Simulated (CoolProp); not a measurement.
20 sccm (0 °C, 1 atm) of nitrogen bubbles through liquid cyclopentane at 298.4 K and leaves saturated at a total pressure of 0.15 MPa (ideal gas phase). Each further row changes one setting.

Values from CoolProp's reference Helmholtz-energy equation of state, Gedanitz 2015.

```
case                      vapour pressure (kPa)  mole fraction of vapour  delivery (mg/min)  delivery (sccm)  change of delivery for a bath 1 K warmer (%)
------------------------  ---------------------  -----------------------  -----------------  ---------------  --------------------------------------------
as stated                                  42.8                    0.285                  …                …                                             …
bath temperature 303.4 K                   51.9                    0.346               33.1                …                                           6.0
total pressure 0.3 MPa                     42.8                        …               10.4                …                                           4.7
```

Q: Some entries are withheld; supply them.

A: 
- as stated, delivery (mg/min): 25.0
- as stated, delivery (sccm): 7.98
- as stated, change of delivery for a bath 1 K warmer (%): 5.7
- bath temperature 303.4 K, delivery (sccm): 10.6
- total pressure 0.3 MPa, mole fraction of vapour: 0.143
- total pressure 0.3 MPa, delivery (sccm): 3.32
